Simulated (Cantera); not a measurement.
A closed system holds: 1 mol Si, 2.9 mol NF₃, equilibrated at 1300 K and 0.100 bar.

Cantera equilibrium calculation (NASA polynomials, part measured and part estimated; ideal gas, pure solids and liquids). Candidate condensed phases: Si, Si₃N₄; 16 gas species. Kinetics and transport are ignored.

Base state: F 0.606, N₂ 0.211, SiF₄ 0.145, F₂ 0.0385 (mole fractions); condensed: gas only.

Task: What changes in the equilibrium state with this change: temperature from 1300 K to 650 K?

Result: 
```json
[
 {"species": "NF₃", "before": "4.07e-6", "after": "0.455"},
 {"species": "SiF₄", "before": "0.145", "after": "0.303"},
 {"species": "N₂", "before": "0.211", "after": "0.212"},
 {"species": "F", "before": "0.606", "after": "0.000268"},
 {"species": "F₂", "before": "0.0385", "after": "0.0298"}
]
```

Task: What changes in the equilibrium state with this change: NF₃ from 2.9 to 0.94 mol?

Result: 
| species | before | after |
|---|---|---|
| SiF₄ | 0.145 | 0.716 |
| N₂ | 0.211 | 0.280 |
| SiF₃ | <1e-9 | 0.00432 |
| F | 0.606 | <1e-9 |
| F₂ | 0.0385 | <1e-9 |
| SiF₂ | <1e-9 | 2.23e-5 |
| Si₃N₄(s), mol | 0 | 0.0980 |
The tables' values for SiF₃, SiF₂ are old estimates; treat these amounts as uncertain.
